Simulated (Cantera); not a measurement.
Input: 1 mol Si, 0.64 mol O2, 300 mol H2, 0.55 mol CO2, equilibrated at 998 K.

Method: chemical equilibrium by Gibbs-energy minimisation in Cantera with the NASA 1993 tables (ideal gas, pure condensed phases). Candidate condensed phases: C, C6H6, C7H8, C8H18, H2O, Si, SiC, SiO2; 123 gas species. Equilibrium is a limit: real reactors are often held back by kinetics, nucleation or transport.

log p: log10 of the partial pressure in bar; n: condensed amount in mol.

| P (Pa) | log p H2 | log p CH4 | log p CO | log p H2O | log p SiO | log p H | n SiC(s) | n SiO2(β-quartz) | n C(graphite) |
|---|---|---|---|---|---|---|---|---|---|
| 0.100 | -6.00 | -14.24 | -8.78 | -13.94 | -10.41 | -11.67 | 0.0528 | 0.936 | 0 |
| 2.50 | [?] | [?] | [?] | [?] | [?] | [?] | 0.0565 | 0.943 | 0 |
| 63 | -3.20 | -7.41 | -6.10 | -9.69 | -11.87 | -10.27 | 0 | 1.000 | 0.152 |
| 1600 | [?] | [?] | [?] | [?] | [?] | [?] | 0 | 1.00 | 0 |
| 40000 | -0.40 | -3.20 | -3.99 | -3.39 | <-12 | -8.87 | 0 | 1.00 | 0 |
| 1000000 | 1.00 | -1.74 | -5.23 | -1.90 | <-11 | -8.17 | 0 | 1.00 | 0 |

Q: Complete the blanks.

A: 
- 1600, log p H2: -1.80
- 1600, log p CH4: -5.03
- 1600, log p CO: -4.70
- 1600, log p H2O: -6.46
- 1600, log p SiO: -13.69
- 1600, log p H: -9.57
- 2.50, log p H2: -4.60
- 2.50, log p CH4: -10.52
- 2.50, log p CO: -7.39
- 2.50, log p H2O: -12.08
- 2.50, log p SiO: -10.88
- 2.50, log p H: -10.97
